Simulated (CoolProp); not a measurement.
Vapour-liquid equilibrium of ethylene (1) + n-butane (2) at 243.1 K; x and y are mole fractions of (1).

The numbers come from the multi-fluid Helmholtz-energy mixture model, Smukala 2000 and Bücker 2006; pair parameters Bell 2016 in CoolProp.

```
x     bubble pressure (MPa)  y at the bubble point  dew pressure at overall composition x (MPa)  liquid density (mol/L)
----  ---------------------  ---------------------  -------------------------------------------  ----------------------
0.05                 0.1372                  0.796                                      0.02963                   11.09
0.2                  0.3846                  0.930                                      0.03520                   11.80
0.35                 0.5991                  0.958                                      0.04333              (withheld)
0.5                  0.8356                  0.974                                      0.05632              (withheld)
0.65                  1.116                  0.984                                      0.08038              (withheld)
0.8                   1.442                  0.992                                   (withheld)                   15.11
0.95                  1.803             (withheld)                                       0.5166                   15.65
```

What belongs in the gaps?


- 0.35, liquid density (mol/L): 12.58
- 0.5, liquid density (mol/L): 13.41
- 0.65, liquid density (mol/L): 14.28
- 0.8, dew pressure at overall composition x (MPa): 0.1401
- 0.95, y at the bubble point: 0.998

No azeotrope shows between x = 0.05 and 0.95.

The pair parameters rest on a limited set of measurements; away from them the model extrapolates. The gap from Raoult's law changes sign with composition, which may be real or a fault of the pair parameters; it wasn't checked against measurements.
